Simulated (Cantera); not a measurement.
An isothermal, constant-pressure homogeneous reactor starts with 44.1 % CH4, 29.5 % H2O, 26.4 % H2, at 2000 K and 100.0 Torr.

Cantera simulation using GRI-Mech 3.0 (53 species, 325 reactions); the numbers are that mechanism's predictions, not measurements. GRI-Mech 3.0 stops at C3 and has no aromatics, soot or wall deposition, so with more carbon than oxygen in the feed, carbon stays in small species such as C2H2 where larger ones or solid carbon would form.

One state of this run: x CH4 = 0.000288; x H2O = 2.47e-7; x H2 = 0.784; x C2H4 = 2.91e-5; x O2 = <1e-12; x C2H = 3.94e-6. x: mole fraction; the columns are a selection and need not sum to one.

Problem. Which value of t (s) does it belong to?
A) 3.31e-5
B) 5.76e-6
C) 0.000191
D) 40.0

Solution. D, 40.0
